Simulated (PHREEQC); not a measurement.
Alkaline etch or developer: speciation

Solution (20 °C): 0.14 mol/kgw KOH and 0.001 mol/kgw H4SiO4. Closed to the air; pH follows from the charge balance.

Computed with PHREEQC (ion-association model, phreeqc.dat).

No solid was allowed to form.

Predict the pH, specific conductance.

pH 13.18; specific conductance 27300 µS/cm.

In which forms is Si present?

H2SiO4-2 61 %, H3SiO4- 39 % of the Si.
